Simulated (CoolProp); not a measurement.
Properties of dimethyl carbonate along the isobar 0.844 MPa.

Computed with CoolProp (reference Helmholtz-energy equation of state, Zhou 2011).

```tsv
T (K)	phase	isothermal compressibility (1/MPa)	expansivity (1/kK)
299.7	liquid	0.0008970	1.244
309.7	liquid	0.0009727	1.270
319.6	liquid	0.001056	1.298
329.6	liquid	0.001150	[?]
339.6	liquid	0.001254	[?]
349.6	liquid	[?]	1.403
359.6	liquid	0.001503	1.446
369.5	liquid	0.001651	1.493
379.5	liquid	0.001820	1.546
389.5	liquid	[?]	1.605
399.5	liquid	0.002238	1.672
409.5	liquid	0.002499	[?]
419.4	liquid	0.002803	1.836
429.4	liquid	0.003171	[?]
```

What belongs in the gaps?


- 329.6, expansivity (1/kK): 1.330
- 339.6, expansivity (1/kK): 1.365
- 349.6, isothermal compressibility (1/MPa): 0.001371
- 389.5, isothermal compressibility (1/MPa): 0.002014
- 409.5, expansivity (1/kK): 1.749
- 429.4, expansivity (1/kK): 1.938
